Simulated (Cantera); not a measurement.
Feed: 1 mol Mg(OH)2, 1.1 mol C, 0.6 mol O2, at 1048.15 K and 28.0 Pa.

Method: chemical equilibrium by Gibbs-energy minimisation in Cantera with the NASA 1993 tables (ideal gas, pure condensed phases). Candidate condensed phases: C, C6H6, C7H8, C8H18, H2O, Mg, MgCO3, MgO, Mg(OH)2; 116 gas species. Equilibrium is a limit: real reactors are often held back by kinetics, nucleation or transport.

Base state: CO2 0.285, CO 0.239, H2O 0.239, H2 0.237 (mole fractions); condensed: MgO(s).

Problem. What changes in the equilibrium state with this change: C from 1.1 to 0.2 mol?

Solution. 
```tsv
species	before	after
H2O	0.239	0.625
O2	<1e-9	0.250
CO2	0.285	0.125
CO	0.239	4.33e-9
H2	0.237	2.57e-8
MgO(s), mol	1.00	1.00
```

Problem. What changes in the equilibrium state with this change: C from 1.1 to 0.17 mol?

Solution. 
```json
[
 {"species": "H2O", "before": "0.239", "after": "0.625"},
 {"species": "O2", "before": "<1e-9", "after": "0.269"},
 {"species": "CO2", "before": "0.285", "after": "0.106"},
 {"species": "CO", "before": "0.239", "after": "3.55e-9"},
 {"species": "H2", "before": "0.237", "after": "2.48e-8"},
 {"species": "MgO(s), mol", "before": "1.00", "after": "1.00"}
]
```
